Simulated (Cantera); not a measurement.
A closed system holds: 1 mol CH3Cl, held at 2850 K and 9.60 mbar.

These are equilibrium values from Cantera (NASA tables, ideal gas, pure condensed phases), not measurements of a reactor. Candidate condensed phases: C, C6H6, C7H8, C8H18; 91 gas species. The numbers say what is thermodynamically allowed, not how fast it happens.

### Question
What is the equilibrium state?

### Answer
- x(H) = 0.446
- x(H2) = 0.202
- x(Cl) = 0.201
- x(HCl) = 0.132
- x(C2H2 (acetylene)) = 0.00794
- x(C3) = 0.00602
- x(C2H) = 0.00240
- x(C) = 0.00117
- x(C2) = 0.000593
- n(C(graphite)) = 0.873 mol
- gas amount = 2.997 mol
